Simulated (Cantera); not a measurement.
A closed system holds: 1 mol SiH₂Cl₂, 2.5 mol NH₃, held at 850 K and 0.00140 bar.

Cantera equilibrium calculation (NASA polynomials, part measured and part estimated; ideal gas, pure solids and liquids). Candidate condensed phases: NH₄Cl, Si, Si₃N₄; 28 gas species. The numbers say what is thermodynamically allowed, not how fast it happens.

Base state: H₂ 0.606, HCl 0.291, N₂ 0.0966, SiCl₄ 0.00641, SiHCl₃ 2.22e-5 (mole fractions); condensed: Si₃N₄(s).

**Question.** What changes in the equilibrium state with this change: temperature from 850 K to 1248.15 K?

**Answer.** 
```json
[
 {"species": "H₂", "before": "0.606", "after": "0.599"},
 {"species": "HCl", "before": "0.291", "after": "0.299"},
 {"species": "N₂", "before": "0.0966", "after": "0.0960"},
 {"species": "SiCl₄", "before": "0.00641", "after": "0.00164"},
 {"species": "SiCl₂", "before": "2.05e-8", "after": "0.00346"},
 {"species": "SiCl₃", "before": "1.36e-6", "after": "0.000886"},
 {"species": "SiHCl₃", "before": "2.22e-5", "after": "0.000116"},
 {"species": "Si₃N₄(s), mol", "before": "0.320", "after": "0.320"}
]
```
The tables' values for SiCl₃ are old estimates; treat these amounts as uncertain.
